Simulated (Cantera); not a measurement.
Premixed flame

A freely propagating, adiabatic, planar premixed flame of 40.4 % H₂, 11.9 % O₂, 42.8 % N₂, 4.85 % H₂O, equivalence ratio 1.7, unburnt at 500 K and 5.00 bar; mixture-averaged transport, grid criteria slope 0.08 and curve 0.16, no radiation.

Computed with Cantera and the H2/O2 subset of GRI-Mech 3.0, which has no nitrogen chemistry. The hydrogen kinetics of GRI-Mech 3.0 are dated; newer H2 mechanisms differ, most at raised pressure. Burning velocities carry a grid error of a few per cent, more on coarse grids.

```json
[
 {"z (mm)": "-0.147", "T (K)": "500", "u (m/s)": "6.08", "x H₂": "0.404", "x O₂": "0.119", "x H₂O": "0.0485", "x H": "<1e-8", "x H₂O₂": "<1e-8", "x HO₂": "<1e-8"},
 {"z (mm)": "-0.0982", "T (K)": "500", "u (m/s)": "6.08", "x H₂": "0.404", "x O₂": "0.119", "x H₂O": "0.0485", "x H": "<1e-8", "x H₂O₂": "<1e-8", "x HO₂": "<1e-8"},
 {"z (mm)": "-0.0736", "T (K)": "500", "u (m/s)": "6.08", "x H₂": "0.404", "x O₂": "0.119", "x H₂O": "0.0485", "x H": "<1e-8", "x H₂O₂": "<1e-8", "x HO₂": "5.71e-8"},
 {"z (mm)": "-0.0491", "T (K)": "501", "u (m/s)": "6.09", "x H₂": "0.403", "x O₂": "0.119", "x H₂O": "0.0486", "x H": "<1e-8", "x H₂O₂": "8.19e-8", "x HO₂": "2.05e-6"},
 {"z (mm)": "-0.0245", "T (K)": "561", "u (m/s)": "6.69", "x H₂": "0.389", "x O₂": "0.121", "x H₂O": "0.0522", "x H": "3.24e-5", "x H₂O₂": "2.38e-5", "x HO₂": "0.000525"},
 {"z (mm)": "-0.0123", "T (K)": "864", "u (m/s)": "9.94", "x H₂": "0.349", "x O₂": "0.112", "x H₂O": "0.0813", "x H": "0.00271", "x H₂O₂": "9.49e-5", "x HO₂": "0.000992"},
 {"z (mm)": "0", "T (K)": "1287", "u (m/s)": "14.4", "x H₂": "0.284", "x O₂": "0.0836", "x H₂O": "0.149", "x H": "0.0163", "x H₂O₂": "3.61e-5", "x HO₂": "0.000425"},
 {"z (mm)": "0.0123", "T (K)": "1590", "u (m/s)": "17.6", "x H₂": "0.221", "x O₂": "0.0443", "x H₂O": "0.225", "x H": "0.0339", "x H₂O₂": "5.08e-6", "x HO₂": "0.000186"},
 {"z (mm)": "0.0245", "T (K)": "1757", "u (m/s)": "19.4", "x H₂": "0.186", "x O₂": "0.0188", "x H₂O": "0.273", "x H": "0.0428", "x H₂O₂": "2.57e-6", "x HO₂": "7.38e-5"},
 {"z (mm)": "0.0491", "T (K)": "1905", "u (m/s)": "20.9", "x H₂": "0.168", "x O₂": "0.00366", "x H₂O": "0.303", "x H": "0.0418", "x H₂O₂": "1.28e-6", "x HO₂": "1.37e-5"},
 {"z (mm)": "0.0982", "T (K)": "2021", "u (m/s)": "22.0", "x H₂": "0.171", "x O₂": "0.000769", "x H₂O": "0.312", "x H": "0.0313", "x H₂O₂": "6.39e-7", "x HO₂": "3.21e-6"},
 {"z (mm)": "0.196", "T (K)": "2115", "u (m/s)": "22.9", "x H₂": "0.176", "x O₂": "0.000317", "x H₂O": "0.317", "x H": "0.0206", "x H₂O₂": "3.29e-7", "x HO₂": "1.41e-6"},
 {"z (mm)": "0.393", "T (K)": "2181", "u (m/s)": "23.5", "x H₂": "0.180", "x O₂": "0.000123", "x H₂O": "0.321", "x H": "0.0125", "x H₂O₂": "1.59e-7", "x HO₂": "5.57e-7"}
]
```
x: mole fraction of selected species; z is measured from the peak of heat release.

```yaml
laminar_burning_velocity: 608 cm/s
thermal_thickness: 0.0491 mm
peak x(H): 0.0441
peak x(H₂O₂): 9.49e-5
peak x(HO₂): 0.00119
grid_points: 111
```
